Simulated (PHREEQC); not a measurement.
Make-up at 25 °C and 300 atm: 96 mmol/kgw HF and 13 mmol/kgw CuSO4. It is in equilibrium with CO2 at log p = 0 (atm). Otherwise closed; pH follows from the charge balance.

Model: ion-association model, phreeqc.dat, run in PHREEQC.

```
quantity                   before     after
------------------------  -------  --------
pH                           2.07      2.46
ionic strength (mol/kgw)   0.0473    0.0125
Cu+2 (mol/kgw)            0.00972   0.00224
SO4-2 (mol/kgw)           0.00768   0.00197
CuSO4 (mol/kgw)           0.00268  0.000284
HSO4- (mol/kgw)           0.00264  0.000344
```

Q: Which change was made?
A. CuSO4 from 0.013 to 0.0026 mol/kgw
B. diluted 5-fold with water
C. diluted 10-fold with water
D. diluted 100-fold with water
E. CuSO4 from 0.013 to 0.026 mol/kgw

A: B, diluted 5-fold with water

No solid was allowed to form. Under pressure, the constants of complexes without a molar volume in the database are unreliable.
